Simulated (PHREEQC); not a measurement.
PHREEQC input (Pitzer model, pitzer.dat):

```
SOLUTION 1
  temp 30
  units mol/kgw
  pH 7 charge
  Cl 0.153
  K 0.063
  C(4) 0.34
  Na 0.80496
  B 0.00192
  S(6) 0.017
END
USE solution 1
INCREMENTAL_REACTIONS false
REACTION 1
  H2O -1
  0 9.886 18.011 24.689 30.178 34.689 38.397 41.444
  43.949 46.007 47.699 49.089 50.232 51.172 51.944 52.578
  53.1 moles
EQUILIBRIUM_PHASES 1
  Arcanite 0 0
  Burkeite 0 0
  Glaserite 0 0
  Halite 0 0
  Kalicinite 0 0
  Mirabilite 0 0
  Misenite 0 0
  Nahcolite 0 0
  Natron 0 0
  Sylvite 0 0
  Thenardite 0 0
  Trona 0 0
  Borax 0 0
  Boric_acid,s 0 0
  KB5O8:4H2O 0 0
  K2B4O7:4H2O 0 0
  NaBO2:4H2O 0 0
  NaB5O8:5H2O 0 0
  Teepleite 0 0
  CO2(g) -3.4 10
SELECTED_OUTPUT 1
  -reset false
  -pH true
  -pe true
  -ionic_strength true
  -water true
  -activities H2O
  -totals B C Cl K Na S
  -molalities H+ Na+ K+ Cl- CO3-2 SO4-2 B(OH)3 OH- HCO3- CO2
    HSO4- B(OH)4- B3O3(OH)4- B4O5(OH)4-2
  -equilibrium_phases Arcanite Burkeite Glaserite Halite Kalicinite Mirabilite Misenite Nahcolite Natron Sylvite
    Thenardite Trona Borax Boric_acid,s KB5O8:4H2O K2B4O7:4H2O NaBO2:4H2O NaB5O8:5H2O Teepleite
PRINT
  -reset false
END
```

Selected output (columns that matter, 17 of 17 rows; water left (kg) added in front):

```
water left (kg)	pH	mu	B	C	Cl	K	Na	S	m_H+	m_Na+	m_K+	la_H2O	Glaserite	Trona
0.999118	10.004	1.171	0.0019217	0.39429	0.15314	0.063056	0.80567	0.017015	2.0851e-10	0.80567	0.063056	-0.0088072	0	0
0.821099	10.023	1.4308	0.0023383	0.47389	0.18634	0.076726	0.98034	0.020704	2.0702e-10	0.98034	0.076726	-0.010557	0	0
0.674798	10.041	1.7475	0.0028453	0.57016	0.22673	0.093361	1.1929	0.025193	2.0551e-10	1.1929	0.093361	-0.012669	0	0
0.554558	10.057	2.1335	0.0034622	0.68672	0.2759	0.1136	1.4515	0.030655	2.035e-10	1.4515	0.1136	-0.015234	0	0
0.455731	10.073	2.6039	0.004213	0.82801	0.33572	0.13824	1.7663	0.037303	2.0037e-10	1.7663	0.13824	-0.018379	0	0
0.374516	10.087	3.1767	0.0051266	0.99947	0.40853	0.16822	2.1493	0.045392	1.9537e-10	2.1493	0.16822	-0.022288	0	0
0.307759	10.101	3.8742	0.0062386	1.2079	0.49714	0.20471	2.6156	0.055238	1.8767e-10	2.6156	0.20471	-0.027226	0	0
0.252903	10.113	4.7229	0.0075918	1.4615	0.60498	0.24911	3.1829	0.067219	1.7645e-10	3.1829	0.24911	-0.033592	0	0
0.207803	10.125	5.7559	0.0092395	1.7708	0.73628	0.30317	3.8737	0.081808	1.6105e-10	3.8737	0.30317	-0.041987	0	0
0.170746	10.135	7.0116	0.011245	2.1487	0.89607	0.36897	4.7144	0.099563	1.4122e-10	4.7144	0.36897	-0.053324	0	0
0.139604	10.139	8.0911	0.013753	2.4446	1.096	0.45128	5.432	0.12177	1.2123e-10	5.432	0.45128	-0.065108	0	0.015544
0.112376	10.128	8.0651	0.017086	2.3032	1.3615	0.56062	5.3881	0.15128	1.0955e-10	5.3881	0.56062	-0.068752	0	0.066491
0.0900053	10.113	8.0526	0.021332	2.1312	1.6999	0.69996	5.3465	0.18888	9.6268e-11	5.3465	0.69996	-0.073493	0	0.10792
0.0716329	10.092	8.0696	0.026803	1.9225	2.1359	0.87948	5.3159	0.23732	8.1511e-11	5.3159	0.87948	-0.079795	0	0.14139
0.0565761	10.063	8.1457	0.033937	1.6713	2.7043	1.1135	5.3135	0.30048	6.5651e-11	5.3135	1.1135	-0.088396	0	0.16811
0.0442529	10.02	8.3368	0.043387	1.373	3.4574	1.4236	5.3727	0.38416	4.9363e-11	5.3727	1.4236	-0.10059	0	0.18907
0.0341766	9.951	8.5322	0.056179	1.0375	4.4768	1.7157	5.5405	0.41229	3.5853e-11	5.5405	1.7157	-0.11713	0.0014546	0.20472
```

Species that the database lacks are ignored.
